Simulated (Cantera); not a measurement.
What does this Cantera script print?

```python
import numpy as np
import cantera as ct

gas_names = """
    CL CL2 H HCL H2 Si SiCL SiCL2 SiCL3 SiCL4 SiH SiHCL3 SiH2 SiH2CL2 SiH3 SiH3CL SiH4 Si2 Si3
""".split()
cond_names = """
    Si(cr) Si(L)
""".split()


# ... load() reads the species with a 1 bar reference pressure and builds the phases ...
atoms = {
    'SiHCl3': {'Si': 1, 'H': 1, 'CL': 3},
    'Cl2': {'CL': 2},
    'H2': {'H': 2},
}
top_T = {}  # K; cautious upper limits of use, not melting points


# ... equilibrate(T, P, feed) seeds the gas with the atoms and calls Mixture.equilibrate('TP', solver="vcs", rtol=1e-11, max_steps=5000) ...
results = []
feed = {'SiHCl3': 1, 'Cl2': 0.39, 'H2': 98}  # mol
P = 1000  # Pa
for T in [973, 1023, 1073, 1123, 1173, 1223, 1273, 1323, 1373, 1423, 1473]:
    mix = equilibrate(T, P, feed)
    results.append((T, P, feed, dict(zip(mix.species_names, mix.species_moles))))

top = {s: max(r[3][s] / sum(r[3][g] for g in gas_names) for r in results) for s in gas_names}
cols = sorted((s for s in top if top[s] > 0.0001), key=lambda s: -top[s])[:9]
seen = [c for c in cond_names if any(r[3].get(c, 0) > 1e-12 for r in results)]
print("log10 of partial pressures in bar; condensed amounts in mol")
print(f"{'T/K':>10s}" + "".join(f"{s[:9]:>10s}" for s in cols + seen))
for T, P, feed, n in results:
    ng = sum(n[g] for g in gas_names)
    print(f"{T:10.4g}" + "".join(f"{np.log10(max(n[s] / ng * P / 1e5, 1e-99)):10.3f}" for s in cols)
          + "".join(f"{n.get(c, 0):10.4g}" for c in seen))
```

Result:

```
log10 of partial pressures in bar; condensed amounts in mol
       T/K        H2       HCL     SiCL4     SiCL2    SiHCL3     SiCL3         H    Si(cr)
       973    -2.009    -3.864    -4.359    -5.512    -4.754    -5.664    -9.971    0.3279
      1023    -2.011    -3.718    -4.512    -5.175    -4.877    -5.506    -9.388    0.4557
      1073    -2.013    -3.611    -4.751    -4.921    -5.064    -5.438    -8.860    0.5743
      1123    -2.014    -3.546    -5.094    -4.753    -5.329    -5.471    -8.378    0.6578
      1173    -2.015    -3.514    -5.523    -4.657    -5.656    -5.587    -7.936    0.6987
      1223    -2.015    -3.503    -5.985    -4.604    -6.008    -5.746    -7.529    0.7109
      1273    -2.015    -3.500    -6.441    -4.572    -6.355    -5.915    -7.154    0.7098
      1323    -2.015    -3.500    -6.875    -4.548    -6.685    -6.080    -6.807    0.7035
      1373    -2.015    -3.502    -7.281    -4.529    -6.993    -6.237    -6.485    0.6954
      1423    -2.015    -3.504    -7.660    -4.513    -7.282    -6.385    -6.185    0.6866
      1473    -2.015    -3.506    -8.015    -4.499    -7.551    -6.524    -5.906    0.6779
```

Method: chemical equilibrium by Gibbs-energy minimisation in Cantera with the NASA 1993 tables (ideal gas, pure condensed phases). The tables' values for SiCl3 are old estimates; treat these amounts as uncertain.
